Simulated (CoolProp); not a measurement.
Properties of R245fa along the isobar 9.54 MPa (Tc = 153.9 °C, pc = 3.651 MPa, ω = 0.378).

Computed with CoolProp (reference Helmholtz-energy equation of state, Akasaka 2015).

| T (°C) | phase | density (kg/m³) | cp (kJ/(kg K)) | Prandtl number | fugacity coefficient |
|---|---|---|---|---|---|
| 92.55 | liquid | 1185 | 1.441 | 4.07 | 0.1277 |
| 98.25 | liquid | 1168 | 1.456 | 3.95 | 0.1424 |
| 104.05 | liquid | 1150 | 1.471 | ___ | 0.1583 |
| 109.75 | liquid | 1132 | ___ | 3.74 | 0.1748 |
| 115.45 | liquid | ___ | ___ | 3.64 | 0.1921 |
| 121.15 | liquid | 1094 | 1.522 | 3.54 | 0.2102 |
| 126.85 | liquid | ___ | 1.540 | 3.45 | 0.2291 |
| 132.55 | liquid | 1053 | 1.559 | 3.36 | 0.2486 |
| 138.25 | liquid | ___ | 1.580 | 3.28 | 0.2688 |
| 143.95 | liquid | 1009 | 1.601 | 3.20 | 0.2895 |
| 149.75 | liquid | 985.8 | ___ | 3.13 | 0.3110 |
| 155.45 | supercritical | ___ | 1.648 | 3.05 | 0.3326 |
| 161.15 | supercritical | 936.6 | 1.673 | 2.99 | 0.3545 |
| 166.85 | supercritical | 910.3 | 1.700 | 2.92 | 0.3766 |

Question: What belongs in the gaps?

Answer: 
- 104.05, Prandtl number: 3.84
- 109.75, cp (kJ/(kg K)): 1.488
- 115.45, density (kg/m³): 1113
- 115.45, cp (kJ/(kg K)): 1.504
- 126.85, density (kg/m³): 1074
- 138.25, density (kg/m³): 1032
- 149.75, cp (kJ/(kg K)): 1.624
- 155.45, density (kg/m³): 961.7

Viscosity comes from a separate model (Bell 2016), an estimate that may be off by 10 % or more. Thermal conductivity comes from a separate model (Huber 2003), an estimate that may be off by 10 % or more.
